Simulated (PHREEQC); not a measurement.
Solution A (3 mmol/kgw HF, 0.073 mmol/kgw NH4F, 0.053 mmol/kgw H4SiO4 and 30 mmol/kgw H2SO4) is mixed with solution B (0.0081 mol/kgw HCl and 0.00035 mol/kgw MnSO4) at 20 °C; shares are by mass of water, 1 kg in all. The system is closed to oxygen. The system is closed to CO2. Solids allowed: SiO2(a), Pyrochroite. Others were left out.

All values are PHREEQC results (ion-association model, phreeqc.dat), not measurements.

```csv
share of solution B,pH,Mn+2 (mol/kgw),HF (mol/kgw),H4SiO4 (mol/kgw),HSO4- (mol/kgw),SO4-2 (mol/kgw)
0,1.46,0,0.00290,3.74e-5,0.0189,0.0111
0.1,1.49,2.54e-5,0.00263,…,…,0.0103
0.2,1.52,5.12e-5,0.00235,3.68e-5,0.0145,0.00953
0.25,1.54,6.43e-5,0.00221,3.57e-5,0.0134,0.00912
0.35,1.58,9.11e-5,0.00192,3.26e-5,…,0.00826
0.45,1.62,0.000119,0.00163,2.85e-5,0.00927,0.00735
0.55,1.68,0.000148,…,2.36e-5,0.00729,0.00636
0.65,1.74,0.000179,…,1.85e-5,0.00540,0.00528
0.75,1.81,0.000213,0.000728,1.32e-5,0.00364,…
0.8,1.85,…,0.000579,1.06e-5,0.00281,0.00343
0.9,1.97,0.000275,0.000285,…,0.00131,0.00197
1,2.14,0.000337,0,0,0.000111,0.000233
```

Problem. Complete the blanks.

Solution. 
- 0.1, H4SiO4 (mol/kgw): 3.78e-5
- 0.1, HSO4- (mol/kgw): 0.0167
- 0.35, HSO4- (mol/kgw): 0.0113
- 0.55, HF (mol/kgw): 0.00133
- 0.65, HF (mol/kgw): 0.00103
- 0.75, SO4-2 (mol/kgw): 0.00408
- 0.8, Mn+2 (mol/kgw): 0.000232
- 0.9, H4SiO4 (mol/kgw): 5.30e-6

SiF6-2 is the database's only silicon fluoride.
